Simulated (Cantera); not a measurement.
What does this Cantera script print?

```python
import numpy as np
import cantera as ct

gas = ct.Solution("gri30.yaml")


def delay(T, t_max=10):
    gas.TPX = T, 101325, {'CH3OH': 1, 'O2': 1.95, 'N2': 7.32}
    reactor = ct.IdealGasConstPressureReactor(gas, clone=False)
    net = ct.ReactorNet([reactor])
    net.rtol, net.atol = 1e-8, 1e-16
    while net.time < t_max:
        t_old, T_old = net.time, reactor.T
        net.step()
        if reactor.T > T + 400:  # ignition: a rise of 400 K
            return t_old + (T + 400 - T_old) / (reactor.T - T_old) * (net.time - t_old)
    return np.nan


taus = []
for T in [1175, 1225, 1275, 1325, 1375, 1425, 1475, 1525, 1575]:
    taus.append(delay(T))
    print(f"T0 = {T:6g} K   tau = {taus[-1]:.4e} s")
```

Result:

```
T0 =   1175 K   tau = 1.5256e-02 s
T0 =   1225 K   tau = 6.7297e-03 s
T0 =   1275 K   tau = 3.1978e-03 s
T0 =   1325 K   tau = 1.6276e-03 s
T0 =   1375 K   tau = 8.8271e-04 s
T0 =   1425 K   tau = 5.0749e-04 s
T0 =   1475 K   tau = 3.0754e-04 s
T0 =   1525 K   tau = 1.9524e-04 s
T0 =   1575 K   tau = 1.2903e-04 s
```

Model: GRI-Mech 3.0 (53 species, 325 reactions), integrated in Cantera. GRI-Mech 3.0 was tuned for natural gas; its chemistry of methanol as a main component is partial and can be far from experiment.
